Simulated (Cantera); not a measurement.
# Thermodynamics of aluminium nitride and oxide growth, feed Al + NH3 + H2

Input: 1 mol Al, a varied amount of NH3, 1.2 mol H2, equilibrated at 0.00210 bar.

Equilibrium computed with Cantera from the NASA thermochemical tables; the gas is ideal and each condensed phase is pure. Candidate condensed phases: Al, AlN; 13 gas species. Rates play no part.

Stable condensed phases:

```
T in K \ n(NH3) in mol
         4.9  17  30  42  55  67  80  92 100 120 130 140
   2000    A   A   A   A   A   A   A   A   A   A   A   A
   1900    B   A   A   A   A   A   A   A   A   A   A   A
   1800    B   B   B   B   B   B   A   A   A   A   A   A
   1700    B   B   B   B   B   B   B   B   B   B   B   B
   1600    B   B   B   B   B   B   B   B   B   B   B   B
   1500    B   B   B   B   B   B   B   B   B   B   B   B
   1400    B   B   B   B   B   B   B   B   B   B   B   B
   1300    B   B   B   B   B   B   B   B   B   B   B   B
   1200    B   B   B   B   B   B   B   B   B   B   B   B
   1100    B   B   B   B   B   B   B   B   B   B   B   B
   1000    B   B   B   B   B   B   B   B   B   B   B   B
    900    B   B   B   B   B   B   B   B   B   B   B   B
    800    B   B   B   B   B   B   B   B   B   B   B   B
```

A: gas only; B: AlN.
